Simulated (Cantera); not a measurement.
An isothermal, constant-pressure homogeneous reactor starts with H2 : O2 : N2 = 0.14 : 1 : 0.59 (molar parts), equivalence ratio 0.070, at 1075 K and 1.20 Torr.

Cantera simulation using GRI-Mech 3.0 (53 species, 325 reactions); the numbers are that mechanism's predictions, not measurements. Radical loss at walls, strong at low pressure, is not modelled. The temperature is held fixed by assumption; the heat of reaction is taken as removed at once.

x: mole fraction; the columns are a selection and need not sum to one.

```
t (s)         x H2   x O2      x OH     x H2O        x NO       x H     x HO2
--------  --------  -----  --------  --------  ----------  --------  --------
1.00e-5     0.0809  0.578    <1e-12    <1e-12      <1e-12  3.65e-12  3.67e-12
5.37e-5     0.0809  0.578    <1e-12    <1e-12      <1e-12  1.93e-11  1.97e-11
0.000289    0.0809  0.578  1.05e-11  2.54e-12      <1e-12  9.64e-11  1.06e-10
0.00155     0.0809  0.578  1.72e-10  2.40e-10      <1e-12  5.33e-10  5.69e-10
0.00833     0.0809  0.578   1.36e-8   5.57e-8      <1e-12   3.16e-8   3.09e-9
0.0447     0.00672  0.534   0.00399    0.0574  (withheld)    0.0296   6.04e-7
0.240      0.00216  0.532   0.00268    0.0669  (withheld)    0.0222   5.90e-7
1.29       0.00117  0.547   0.00200    0.0770  (withheld)   0.00779   5.78e-7
6.93      0.000101  0.559  0.000590    0.0838     5.97e-7  0.000184   2.88e-7
37.2       3.57e-6  0.560  0.000111    0.0843     5.98e-7   1.23e-6   3.28e-8
200        2.56e-7  0.560   2.99e-5    0.0843     5.98e-7   2.38e-8   3.27e-9
```

### Question
Fill in the missing entries.

### Answer

- 0.0447, x NO: 5.91e-9
- 0.240, x NO: 1.64e-7
- 1.29, x NO: 5.07e-7
